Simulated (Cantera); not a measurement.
Charge: 1 mol C₂F₆, 0.046 mol HCl, 1.3 mol H₂, held at 4.90 mbar.

Cantera equilibrium calculation (NASA polynomials, part measured and part estimated; ideal gas, pure solids and liquids). Candidate condensed phases: C, C₆H₆, C₇H₈, C₈H₁₈; 118 gas species. The feed counts by its element totals alone. Gases not in the tables: C₂F₆ and larger saturated fluorocarbons. The numbers say what is thermodynamically allowed, not how fast it happens.

Question: At 2025 K, list the 4 most abundant gas species with their mole fractions, and the condensed phases.

Answer: HF 0.691, CF₄ 0.165, CF₂ 0.0793, F 0.0492. Condensed: C(graphite).
